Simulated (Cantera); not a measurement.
An isothermal, constant-pressure homogeneous reactor starts with C₂H₄ : H₂ = 1 : 2 (molar parts), at 1300 K and 0.000880 bar.

Detailed kinetics in Cantera: GRI-Mech 3.0 (53 species, 325 reactions). GRI-Mech 3.0 was tuned for natural gas; its chemistry of ethylene as a main component is partial and can be far from experiment. GRI-Mech 3.0 stops at C3 and has no aromatics, soot or wall deposition, so with more carbon than oxygen in the feed, carbon stays in small species such as C2H2 where larger ones or solid carbon would form. Radical loss at walls, strong at low pressure, is not modelled.

x: mole fraction; the columns are a selection and need not sum to one.

| t (s) | x C₂H₄ | x H₂ | x H | x CH₄ | x CH₂ | x C₂H₂ |
|---|---|---|---|---|---|---|
| 2.00e-5 | 0.333 | 0.667 | 2.40e-12 | <1e-12 | <1e-12 | 2.54e-8 |
| 5.52e-5 | 0.333 | 0.667 | 6.50e-12 | <1e-12 | <1e-12 | 7.03e-8 |
| 0.000153 | 0.333 | 0.667 | 1.72e-11 | <1e-12 | <1e-12 | 1.94e-7 |
| 0.000421 | 0.333 | 0.667 | 4.43e-11 | <1e-12 | <1e-12 | 5.36e-7 |
| 0.00116 | 0.333 | 0.667 | 1.16e-10 | <1e-12 | <1e-12 | 1.48e-6 |
| 0.00321 | 0.333 | 0.667 | 3.28e-10 | <1e-12 | <1e-12 | 4.09e-6 |
| 0.00887 | 0.333 | 0.667 | 9.43e-10 | <1e-12 | <1e-12 | 1.13e-5 |
| 0.0245 | 0.333 | 0.667 | 2.65e-9 | 1.23e-12 | <1e-12 | 3.12e-5 |
| 0.0676 | 0.333 | 0.667 | 7.39e-9 | 1.26e-11 | <1e-12 | 8.62e-5 |
| 0.187 | 0.333 | 0.667 | 2.05e-8 | 1.18e-10 | <1e-12 | 0.000239 |
| 0.516 | 0.332 | 0.667 | 5.71e-8 | ? | <1e-12 | 0.000665 |
| 1.42 | 0.331 | 0.667 | 1.62e-7 | ? | <1e-12 | 0.00188 |
| 3.93 | 0.326 | 0.669 | 4.68e-7 | ? | 2.74e-12 | 0.00553 |
| 10.9 | 0.310 | 0.672 | 1.12e-6 | ? | 6.23e-12 | 0.0175 |
| 30.0 | 0.263 | 0.684 | 1.58e-6 | ? | 7.31e-12 | 0.0525 |

Problem. Complete the blanks.

Solution. 
- 0.516, x CH₄: 1.20e-9
- 1.42, x CH₄: 1.45e-8
- 3.93, x CH₄: 2.05e-7
- 10.9, x CH₄: 2.56e-6
- 30.0, x CH₄: 1.60e-5
